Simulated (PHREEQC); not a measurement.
A solution holds 0.01 mol CaCl2, 0.0055 mol NaF and 3.7e-05 mol H4SiO4 per kg of water, at 60 °C. Closed to the air; pH follows from the charge balance.

Model: ion-association model, wateq4f.dat, run in PHREEQC.

```json
{
  "pH": "7.01",
  "ionic_strength": "0.0346 mol/kgw"
}
```

| species | molality | activity | log γ |
|---|---|---|---|
| Cl- | 0.0200 | 0.0165 | -0.083 |
| Ca+2 | 0.00957 | 0.00475 | -0.304 |
| Na+ | 0.00549 | 0.00458 | -0.079 |
| F- | 0.00506 | 0.00418 | -0.083 |
| CaF+ | 0.000427 | 0.000359 | -0.076 |
| H4SiO4 | 3.68e-5 | 3.71e-5 | 0.003 |
| NaF | 1.09e-5 | 1.10e-5 | 0.003 |
| HF | 1.19e-6 | 1.20e-6 | 0.003 |
| OH- | 1.15e-6 | 9.45e-7 | -0.083 |
| H3SiO4- | 1.80e-7 | 1.49e-7 | -0.081 |
| H+ | 1.14e-7 | 9.82e-8 | -0.065 |
| HF2- | 2.68e-8 | 2.21e-8 | -0.083 |

No solid was allowed to form. Examples of supersaturated solids here: Fluorite. Others may be too. At this temperature some constants are extrapolated from 25 °C, and those without enthalpy data are left unchanged. SiF6-2 is the database's only silicon fluoride.
